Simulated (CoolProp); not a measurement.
Vapour-liquid equilibrium of propylene (1) + dimethyl ether (2) at 286 K; x and y are mole fractions of (1).

Values from CoolProp's multi-fluid Helmholtz-energy mixture model, Lemmon 2013 and Wu 2011; pair parameters Bell 2016.

Q: Give the bubble pressure and the first vapour's composition at x = 0.125, 0.275, 0.8. Is there an azeotrope?

A: x = 0.125: 4.786 bar, y = 0.237; x = 0.275: 5.552 bar, y = 0.439; x = 0.8: 7.730 bar, y = 0.867. No azeotrope shows between x = 0.05 and 0.95.

Pair parameters are fitted to limited data, so mixtures are less certain than the pure fluids.
